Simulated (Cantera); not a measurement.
## Transport properties of process gases

Gas mixture: 76.4 % C3H8, 23.6 % H2, at 2.85 Torr, frozen composition.

Cantera's kinetic-theory transport with the Lennard-Jones parameters of GRI-Mech 3.0, ideal gas; thermal conductivity in the mixture-averaged form. The composition is frozen, though it would react at the higher temperatures.

```json
[
 {"T (K)": "400", "ρ (kg/m³)": "0.00390", "cp (J/kg/K)": "2306", "μ (µPa s)": "11.3", "λ (mW/m/K)": "58.1", "Pr": "0.447", "D (cm²/s) H2": "206", "D (cm²/s) OH": "96.8", "D (cm²/s) NO": "63.3"},
 {"T (K)": "600", "ρ (kg/m³)": "0.00260", "cp (J/kg/K)": "3079", "μ (µPa s)": "16.0", "λ (mW/m/K)": "94.9", "Pr": "0.518", "D (cm²/s) H2": "413", "D (cm²/s) OH": "197", "D (cm²/s) NO": "129"},
 {"T (K)": "800", "ρ (kg/m³)": "0.00195", "cp (J/kg/K)": "3668", "μ (µPa s)": "20.0", "λ (mW/m/K)": "132", "Pr": "0.555", "D (cm²/s) H2": "670", "D (cm²/s) OH": "322", "D (cm²/s) NO": "212"},
 {"T (K)": "1000", "ρ (kg/m³)": "0.00156", "cp (J/kg/K)": "4113", "μ (µPa s)": "23.6", "λ (mW/m/K)": "169", "Pr": "0.576", "D (cm²/s) H2": "973", "D (cm²/s) OH": "469", "D (cm²/s) NO": "310"},
 {"T (K)": "1200", "ρ (kg/m³)": "0.00130", "cp (J/kg/K)": "4422", "μ (µPa s)": "26.9", "λ (mW/m/K)": "204", "Pr": "0.583", "D (cm²/s) H2": "1320", "D (cm²/s) OH": "636", "D (cm²/s) NO": "421"},
 {"T (K)": "1400", "ρ (kg/m³)": "0.00112", "cp (J/kg/K)": "4680", "μ (µPa s)": "29.9", "λ (mW/m/K)": "238", "Pr": "0.589", "D (cm²/s) H2": "1700", "D (cm²/s) OH": "823", "D (cm²/s) NO": "545"},
 {"T (K)": "1600", "ρ (kg/m³)": "0.000976", "cp (J/kg/K)": "4894", "μ (µPa s)": "32.8", "λ (mW/m/K)": "271", "Pr": "0.593", "D (cm²/s) H2": "2130", "D (cm²/s) OH": "1030", "D (cm²/s) NO": "681"},
 {"T (K)": "1800", "ρ (kg/m³)": "0.000867", "cp (J/kg/K)": "5069", "μ (µPa s)": "35.4", "λ (mW/m/K)": "302", "Pr": "0.595", "D (cm²/s) H2": "2580", "D (cm²/s) OH": "1250", "D (cm²/s) NO": "828"},
 {"T (K)": "2000", "ρ (kg/m³)": "0.000781", "cp (J/kg/K)": "5209", "μ (µPa s)": "38.0", "λ (mW/m/K)": "332", "Pr": "0.596", "D (cm²/s) H2": "3080", "D (cm²/s) OH": "1490", "D (cm²/s) NO": "987"}
]
```
D: mixture-averaged diffusion coefficient of that species in the mixture.
